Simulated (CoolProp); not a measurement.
A closed Brayton cycle with carbon dioxide: compressor inlet 313.15 K and 8.1 MPa, high pressure 20.6 MPa, turbine inlet 630 K, compressor efficiency 0.85, turbine efficiency 0.93, recuperator effectiveness 0.8 (on enthalpy, no pinch check). Each further row changes one setting.

Model: reference Helmholtz-energy equation of state, Span 1996, in CoolProp.

| case | thermal efficiency (%) | net work (kJ/kg) | compressor to turbine work | compressor exit (K) | turbine exit (K) |
|---|---|---|---|---|---|
| as stated | 24.9 | 54.2 | 0.41 | 379.1 | 531.1 |
| turbine inlet 580 K | 22.5 | 44.4 | 0.46 | 379.1 | ___ |
| compressor inlet 323.15 K | ___ | 45.1 | ___ | 400.8 | 531.1 |
| high pressure 17.5 MPa | ___ | ___ | 0.38 | 367.4 | ___ |
| recuperator effectiveness 0.5 | ___ | 54.2 | 0.41 | 379.1 | 531.1 |

Question: What belongs in the gaps?

Answer: 
- turbine inlet 580 K, turbine exit (K): 485.1
- compressor inlet 323.15 K, thermal efficiency (%): 23.1
- compressor inlet 323.15 K, compressor to turbine work: 0.51
- high pressure 17.5 MPa, thermal efficiency (%): 23.5
- high pressure 17.5 MPa, net work (kJ/kg): 47.6
- high pressure 17.5 MPa, turbine exit (K): 548.1
- recuperator effectiveness 0.5, thermal efficiency (%): 20.0
